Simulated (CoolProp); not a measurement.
Vapour-liquid equilibrium of n-hexane (1) + hexamethyldisiloxane (MM) (2) at 0.00869 MPa; x and y are mole fractions of (1).

The numbers come from the multi-fluid Helmholtz-energy mixture model, Thol 2019 and Thol 2016; pair parameters Bell 2016 in CoolProp.

```
x     bubble temperature (°C)  y at the bubble point  dew temperature at overall composition x (°C)  liquid density (mol/L)
----  -----------------------  ---------------------  ---------------------------------------------  ----------------------
0.05                     32.0                  0.139                                           33.3                   4.730
0.2                      26.7                  0.437                                           31.0                   5.083
0.35                     22.3                  0.636                                           28.4                   5.472
0.5                      18.2                  0.779                                           25.4                   5.905
0.65                     14.4                  0.880                                           21.9                   6.392
0.8                      10.9                  0.949                                           17.5                   6.940
0.95                      7.9                  0.991                                           10.8                   7.561
```

No azeotrope shows between x = 0.05 and 0.95.

Pair parameters are fitted to limited data, so mixtures are less certain than the pure fluids.
